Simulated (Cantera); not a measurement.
Charge: 1 mol Si₃N₄, 0.0021 mol O₂, 700 mol H₂, at 57.0 mbar.

These are equilibrium values from Cantera (NASA tables, ideal gas, pure condensed phases), not measurements of a reactor. Candidate condensed phases: H₂O, Si, SiO₂, Si₂N₂O, Si₃N₄; 35 gas species. The numbers say what is thermodynamically allowed, not how fast it happens. All values below are at 1327 °C.

Base state: H₂ 0.997, N₂ 0.00285, H 0.000227 (mole fractions); condensed: Si(s).

Problem. What changes in the equilibrium state with this change: O₂ from 0.0021 to 1.4 mol?

Solution. 
```tsv
species	before	after
H₂	0.997	0.994
SiO	5.98e-6	0.00368
N₂	0.00285	0.00255
H	0.000227	0.000227
Si(s), mol	2.99	0
Si₂N₂O(s), mol	0	0.205
```
